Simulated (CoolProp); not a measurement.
Vapour-liquid equilibrium of n-heptane (1) + toluene (2) at 489 K; x and y are mole fractions of (1).

Model: multi-fluid Helmholtz-energy mixture model, Span 2003 and Lemmon 2006; pair parameters Bell 2016, in CoolProp.

```tsv
x	bubble pressure (MPa)	y at the bubble point	dew pressure at overall composition x (MPa)	liquid density (mol/L)
0.05	1.013	(withheld)	1.005	(withheld)
0.15	1.062	0.193	1.045	6.633
0.25	1.104	0.302	1.085	6.345
0.35	1.140	0.402	1.122	6.076
0.45	1.171	(withheld)	1.157	(withheld)
0.55	1.198	(withheld)	1.187	(withheld)
0.65	(withheld)	0.678	1.214	5.365
0.75	1.240	(withheld)	1.237	5.157
0.85	1.257	0.860	1.255	4.961
0.95	1.270	0.953	1.270	4.776
```

Complete the blanks.


- 0.05, y at the bubble point: 0.070
- 0.05, liquid density (mol/L): 6.941
- 0.45, y at the bubble point: 0.496
- 0.45, liquid density (mol/L): 5.823
- 0.55, y at the bubble point: 0.587
- 0.55, liquid density (mol/L): 5.587
- 0.65, bubble pressure (MPa): 1.221
- 0.75, y at the bubble point: 0.768

No azeotrope shows between x = 0.05 and 0.95.

Pair parameters are fitted to limited data, so mixtures are less certain than the pure fluids.
